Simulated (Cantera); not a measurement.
Standard-state values (1 bar) from the NASA 1993 polynomials, evaluated with Cantera. Values are per mole of reaction as written; species without (g) are pure solids or liquids, kept so even where they would boil at 1 bar.

3 P4O10 = 3 P4(g) + 10 O3(g)

| T (K) | ΔH° (kJ) | ΔS° (J/K) | ΔG° (kJ) | log10 K |
|---|---|---|---|---|
| 373 | … | … | … | … |
| 423 | … | … | … | … |
| 473 | 10605.4 | 2495.2 | 9425.2 | -1040.83 |
| 523 | 10595.7 | 2475.7 | 9300.9 | -928.91 |
| 573 | … | … | … | … |
| 623 | 10570.8 | 2432.3 | 9055.5 | -759.23 |
| 673 | 10555.7 | 2409.0 | 8934.4 | -693.43 |

Problem. Fill in the missing entries.

Solution. 
- 373, ΔH° (kJ): 10619.4
- 373, ΔS° (J/K): 2528.1
- 373, ΔG° (kJ): 9676.4
- 373, log10 K: -1355.06
- 423, ΔH° (kJ): 10613.4
- 423, ΔS° (J/K): 2512.9
- 423, ΔG° (kJ): 9550.4
- 423, log10 K: -1179.32
- 573, ΔH° (kJ): 10584.1
- 573, ΔS° (J/K): 2454.6
- 573, ΔG° (kJ): 9177.6
- 573, log10 K: -836.62
